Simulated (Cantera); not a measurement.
## Premixed flame

A freely propagating, adiabatic, planar premixed flame of 16.7 % CH4, 23.8 % O2, 59.5 % N2, unburnt at 550 K and 7.90 bar; mixture-averaged transport, grid criteria slope 0.08 and curve 0.16, no radiation.

Model: GRI-Mech 3.0 (53 species, 325 reactions), integrated in Cantera. Burning velocities carry a grid error of a few per cent, more on coarse grids.

| z (mm) | T (K) | u (m/s) | x CH4 | x O2 | x H | x CO2 | x NO2 | x H2O2 |
|---|---|---|---|---|---|---|---|---|
| -0.197 | 550 | 0.675 | 0.166 | 0.238 | <1e-8 | 4.00e-7 | <1e-8 | 4.31e-8 |
| -0.131 | 556 | 0.685 | 0.165 | 0.236 | <1e-8 | 8.04e-6 | 1.65e-8 | 6.00e-7 |
| -0.0986 | 576 | 0.715 | 0.161 | 0.233 | <1e-8 | 5.59e-5 | 9.76e-8 | 3.07e-6 |
| -0.0657 | 703 | 0.887 | 0.149 | 0.221 | 2.89e-8 | 0.000622 | 7.04e-7 | 1.99e-5 |
| -0.0329 | 1254 | 1.63 | 0.102 | 0.164 | 2.57e-5 | 0.00610 | 1.31e-6 | 6.07e-5 |
| -0.0164 | 1722 | 2.28 | 0.0583 | 0.106 | 0.000301 | 0.0142 | 4.09e-7 | 1.69e-5 |
| 0 | 2138 | 2.87 | 0.0193 | 0.0472 | 0.00178 | 0.0257 | 4.18e-8 | 7.43e-6 |
| 0.0164 | 2350 | 3.17 | 0.00427 | 0.0152 | 0.00369 | 0.0359 | 1.05e-8 | 1.98e-6 |
| 0.0329 | 2424 | 3.27 | 0.00107 | 0.00461 | 0.00443 | 0.0426 | <1e-8 | 5.79e-7 |
| 0.0657 | 2463 | 3.32 | 0.000132 | 0.000572 | 0.00424 | 0.0484 | <1e-8 | 1.27e-7 |
| 0.131 | 2480 | 3.34 | 7.48e-6 | 9.99e-5 | 0.00345 | 0.0506 | <1e-8 | 5.80e-8 |
| 0.263 | 2491 | 3.35 | 1.60e-7 | 5.79e-5 | 0.00278 | 0.0507 | <1e-8 | 3.84e-8 |
| 0.526 | 2495 | 3.35 | <1e-8 | 4.49e-5 | 0.00247 | 0.0507 | <1e-8 | 3.09e-8 |
x: mole fraction of selected species; z is measured from the peak of heat release.

```
Item                          Value
------------------------  ---------
laminar burning velocity  67.2 cm/s
thermal thickness         0.0657 mm
peak x(H)                   0.00449
peak x(H2O2)                6.25e-5
grid points                     146
```
